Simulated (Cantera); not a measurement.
Mixture: CH₄ : O₂ : N₂ = 1 : 1.54 : 5.78 (molar parts), equivalence ratio 1.3, at 0.400 bar, adiabatic and at constant volume. Ignition delay is the time to a rise of 400 K.

Cantera simulation using GRI-Mech 3.0 (53 species, 325 reactions); the numbers are that mechanism's predictions, not measurements.

Task: What does this change do: 0.67 parts H2 added?

Result: 
| quantity | before | after |
|---|---|---|
| delay at 1023 K | 2.00 s | 22.7 ms |
| delay at 1123 K | 0.353 s | 7.85 ms |
| delay at 1223 K | 75.1 ms | 3.06 ms |
| delay at 1323 K | 18.8 ms | 1.36 ms |
| delay at 1423 K | 5.56 ms | 0.685 ms |
| apparent activation energy between 1323 and 1423 K | 190 kJ/mol | 110 kJ/mol |

Task: What does this change do: 0.0086 parts C2H6 added?

Result: 
```csv
quantity,before,after
delay at 1023 K,2.00 s,1.35 s
delay at 1123 K,0.353 s,0.260 s
delay at 1223 K,75.1 ms,56.6 ms
delay at 1323 K,18.8 ms,13.7 ms
delay at 1423 K,5.56 ms,3.80 ms
apparent activation energy between 1323 and 1423 K,190 kJ/mol,200 kJ/mol
```

Task: What does this change do: 0.13 parts H2 added?

Result: 
```json
[
 {"quantity": "delay at 1023 K", "before": "2.00 s", "after": "0.260 s"},
 {"quantity": "delay at 1123 K", "before": "0.353 s", "after": "75.1 ms"},
 {"quantity": "delay at 1223 K", "before": "75.1 ms", "after": "22.2 ms"},
 {"quantity": "delay at 1323 K", "before": "18.8 ms", "after": "7.19 ms"},
 {"quantity": "delay at 1423 K", "before": "5.56 ms", "after": "2.66 ms"},
 {"quantity": "apparent activation energy between 1323 and 1423 K", "before": "190 kJ/mol", "after": "160 kJ/mol"}
]
```
